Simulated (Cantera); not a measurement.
## Ignition delay

Mixture: CH3OH : O2 : N2 = 1 : 0.789 : 2.97 (molar parts), equivalence ratio 1.9, at 7.50 bar, adiabatic and at constant volume. Ignition delay is the time to a rise of 400 K.

Model: GRI-Mech 3.0 (53 species, 325 reactions), integrated in Cantera. GRI-Mech 3.0 was tuned for natural gas; its chemistry of methanol as a main component is partial and can be far from experiment.

| T0 (K) | delay (ms) |
|---|---|
| 1200 | 1.55 |
| 1300 | 0.326 |
| 1400 | 0.0876 |
| 1500 | 0.0289 |
| 1600 | 0.0114 |
| 1700 | 0.00513 |
| 1800 | 0.00258 |
| 1900 | 0.00142 |
| 2000 | 0.000845 |
| 2100 | 0.000539 |

| Quantity | Value |
|---|---|
| apparent activation energy between 1900 and 2100 K | 160 kJ/mol |
